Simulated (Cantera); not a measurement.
A Cantera script and what it prints.

```python
import numpy as np
import cantera as ct

gas_names = """
    H HNO HNO2 HNO3 HO2 H2 H2O H2O2 N NH NH2 NH3 NH2OH NO NO2 NO3 N2 N2H2 N2H4 N2O O OH O2 O3 Si SiH
    SiH2 SiH3 SiH4 SiN SiO SiO2 Si2 Si2N Si3
""".split()
cond_names = """
    H2O(s) H2O(L) Si(cr) Si(L) SiO2(Lqz) SiO2(hqz) SiO2(L) Si2N2O(s) Si3N4(a)
""".split()


def load(file, names, dense=False):
    # The tables refer to 1 bar. Condensed volumes are neglected.
    table = {s.name: s for s in ct.Species.list_from_file(file)}
    out = []
    for n in names:
        d = dict(table[n].input_data)
        d["thermo"] = dict(d["thermo"], **{"reference-pressure": 1e5})
        if dense:
            d["equation-of-state"] = {"model": "constant-volume", "density": "1e6 g/cm^3"}
        out.append(ct.Species.from_dict(d))
    return out


gas = ct.Solution(thermo="ideal-gas", species=load("nasa_gas.yaml", gas_names))
cond = {s.name: ct.Solution(thermo="fixed-stoichiometry", species=[s], name=s.name)
        for s in load("nasa_condensed.yaml", cond_names, dense=True)}
atoms = {
    'Si3N4': {'Si': 3, 'N': 4},
    'O2': {'O': 2},
    'H2': {'H': 2},
}
top_T = {'Si2N2O(s)': 2100, 'Si3N4(a)': 2400}  # K; cautious upper limits of use, not melting points


def equilibrate(T, P, feed):
    n = {}
    for name, mol in feed.items():
        for a, k in atoms[name].items():
            n[a] = n.get(a, 0.0) + k * mol
    gas.TPX = T, P, n
    mass = sum(n.values()) * gas.mean_molecular_weight
    gas.equilibrate("TP")
    valid = [c for c in cond.values() if c.min_temp <= T <= top_T.get(c.name, c.max_temp)]
    mix = ct.Mixture([(gas, mass / gas.mean_molecular_weight)] + [(c, 0.0) for c in valid])
    mix.T, mix.P = T, P
    mix.equilibrate("TP", solver="vcs", rtol=1e-11, max_steps=5000)
    return mix


results = []
feed = {'Si3N4': 1, 'O2': 0.0012, 'H2': 9.3}  # mol
P = 3300  # Pa
for T in [1200, 1250, 1300, 1350, 1400, 1450, 1500, 1550, 1600, 1650, 1700, 1750, 1800, 1850]:
    mix = equilibrate(T, P, feed)
    results.append((T, P, feed, dict(zip(mix.species_names, mix.species_moles))))

top = {s: max(r[3][s] / sum(r[3][g] for g in gas_names) for r in results) for s in gas_names}
cols = sorted((s for s in top if top[s] > 0.001), key=lambda s: -top[s])[:8]
seen = [c for c in cond_names if any(r[3].get(c, 0) > 1e-12 for r in results)]
print("log10 of partial pressures in bar; condensed amounts in mol")
print(f"{'T/K':>10s}" + "".join(f"{s[:9]:>10s}" for s in cols + seen))
for T, P, feed, n in results:
    ng = sum(n[g] for g in gas_names)
    print(f"{T:10.4g}" + "".join(f"{np.log10(max(n[s] / ng * P / 1e5, 1e-99)):10.3f}" for s in cols)
          + "".join(f"{n.get(c, 0):10.4g}" for c in seen))
```

It prints:

```
log10 of partial pressures in bar; condensed amounts in mol
       T/K        H2        N2         H    Si(cr)     Si(L) Si2N2O(s)  Si3N4(a)
      1200    -1.482    -5.547    -7.446         0         0    0.0024    0.9984
      1250    -1.482    -5.547    -7.056         0         0    0.0024    0.9984
      1300    -1.482    -5.547    -6.697         0         0    0.0024    0.9984
      1350    -1.482    -5.546    -6.364         0         0  0.002396    0.9984
      1400    -1.482    -5.241    -6.054  0.001212         0  0.002382     0.998
      1450    -1.482    -4.767    -5.765  0.005995         0  0.002331    0.9964
      1500    -1.482    -4.324    -5.495   0.01873         0  0.002156    0.9922
      1550    -1.483    -3.911    -5.243   0.05046         0  0.001607    0.9818
      1600    -1.486    -3.524    -5.007    0.1252         0 4.521e-06    0.9574
      1650    -1.491    -3.161    -4.787    0.2953         0         0    0.9007
      1700    -1.503    -2.807    -4.583         0    0.6898         0    0.7691
      1750    -1.535    -2.420    -4.401         0     1.815         0    0.3939
      1800    -1.567    -2.234    -4.230         0     2.996         0         0
      1850    -1.568    -2.234    -4.052         0     2.994         0         0
```

Method: chemical equilibrium by Gibbs-energy minimisation in Cantera with the NASA 1993 tables (ideal gas, pure condensed phases). Mutual solubility and eutectic melting of coexisting phases are not modelled. Gases not in the tables: Si2H6 and higher silanes.
